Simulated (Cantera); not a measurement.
An isothermal, constant-pressure homogeneous reactor starts with H2 : O2 = 0.031 : 1 (molar parts), equivalence ratio 0.015, at 1023 K and 2800 Pa.

Computed with Cantera and GRI-Mech 3.0 (53 species, 325 reactions). Radical loss at walls, strong at low pressure, is not modelled.

x: mole fraction; the columns are a selection and need not sum to one.

```json
[
 {"t (s)": "6.00e-5", "x H2": "0.0301", "x O2": "0.970", "x H": "4.56e-11", "x O": "2.66e-11", "x OH": "2.24e-11", "x H2O2": "<1e-12", "x HO2": "6.66e-11"},
 {"t (s)": "0.000177", "x H2": "0.0301", "x O2": "0.970", "x H": "1.24e-10", "x O": "1.80e-10", "x OH": "1.19e-10", "x H2O2": "<1e-12", "x HO2": "1.99e-10"},
 {"t (s)": "0.000520", "x H2": "0.0301", "x O2": "0.970", "x H": "8.52e-10", "x O": "1.99e-9", "x OH": "1.06e-9", "x H2O2": "<1e-12", "x HO2": "6.32e-10"},
 {"t (s)": "0.00153", "x H2": "0.0301", "x O2": "0.970", "x H": "1.38e-7", "x O": "3.49e-7", "x OH": "1.80e-7", "x H2O2": "3.05e-12", "x HO2": "?"},
 {"t (s)": "0.00451", "x H2": "0.00531", "x O2": "0.955", "x H": "0.00560", "x O": "0.0105", "x OH": "0.00235", "x H2O2": "5.16e-7", "x HO2": "?"},
 {"t (s)": "0.0133", "x H2": "0.000170", "x O2": "0.964", "x H": "0.000591", "x O": "0.00462", "x OH": "0.000608", "x H2O2": "1.33e-7", "x HO2": "?"},
 {"t (s)": "0.0391", "x H2": "2.62e-5", "x O2": "0.969", "x H": "3.84e-5", "x O": "0.000796", "x OH": "0.000231", "x H2O2": "1.03e-7", "x HO2": "?"},
 {"t (s)": "0.115", "x H2": "3.26e-6", "x O2": "0.969", "x H": "1.88e-6", "x O": "0.000107", "x OH": "8.42e-5", "x H2O2": "6.50e-8", "x HO2": "?"},
 {"t (s)": "0.340", "x H2": "4.04e-7", "x O2": "0.969", "x H": "1.02e-7", "x O": "1.52e-5", "x OH": "3.21e-5", "x H2O2": "2.96e-8", "x HO2": "?"},
 {"t (s)": "1.00", "x H2": "6.10e-8", "x O2": "0.969", "x H": "7.68e-9", "x O": "2.70e-6", "x OH": "1.36e-5", "x H2O2": "1.08e-8", "x HO2": "?"}
]
```

Task: Some entries are withheld; supply them.

Result: 
- 0.00153, x HO2: 1.32e-8
- 0.00451, x HO2: 1.17e-5
- 0.0133, x HO2: 6.53e-6
- 0.0391, x HO2: 2.83e-6
- 0.115, x HO2: 8.48e-7
- 0.340, x HO2: 1.96e-7
- 1.00, x HO2: 4.39e-8
